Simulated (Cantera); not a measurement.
# Hydrocarbon pyrolysis for carbon deposition

A perfectly stirred reactor is fed with 31.2 % CH4, 68.8 % H2, at 760 Torr; it is held at 1423 K, and followed from long to short residence time.

Detailed kinetics in Cantera: GRI-Mech 3.0 (53 species, 325 reactions). GRI-Mech 3.0 stops at C3 and has no aromatics, soot or wall deposition, so with more carbon than oxygen in the feed, carbon stays in small species such as C2H2 where larger ones or solid carbon would form.

| τ (s) | x CH4 | x H2 | x H | x CH2 | x C2H4 |
|---|---|---|---|---|---|
| 22 | 0.221 | 0.743 | 5.56e-6 | 1.85e-10 | 0.0117 |
| 4.9 | 0.239 | 0.732 | 5.09e-6 | 1.72e-10 | 0.00950 |
| 1.1 | 0.275 | 0.710 | 4.35e-6 | 1.53e-10 | 0.00501 |
| 0.24 | 0.302 | 0.694 | 3.93e-6 | 1.43e-10 | 0.00181 |
| 0.053 | 0.310 | 0.689 | 3.77e-6 | 1.37e-10 | 0.000614 |
| 0.012 | 0.312 | 0.688 | 3.55e-6 | 1.23e-10 | 0.000151 |
| 0.0026 | 0.312 | 0.688 | 3.03e-6 | 8.98e-11 | 1.67e-5 |
| 0.00058 | 0.312 | 0.688 | 2.06e-6 | 4.16e-11 | 7.77e-7 |
x: mole fraction; the columns are a selection and need not sum to one.
